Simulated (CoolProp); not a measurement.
Computed with CoolProp (reference Helmholtz-energy equation of state, Span 1996).

Question: For carbon dioxide, give the phase and the cp (kJ/(kg K)), conductivity (mW/(m K)), fugacity coefficient at 304.4 K and 10.8 MPa; 347.4 K and 10.8 MPa; 412 K and 10.8 MPa.

Answer: 
- 304.4 K and 10.8 MPa: supercritical; cp 3.10, conductivity 84.8, fugacity coefficient 0.492
- 347.4 K and 10.8 MPa: supercritical; cp 2.28, conductivity 37.3, fugacity coefficient 0.703
- 412 K and 10.8 MPa: supercritical; cp 1.32, conductivity 33.0, fugacity coefficient 0.840

Thermal conductivity comes from a separate model (Huber 2016).
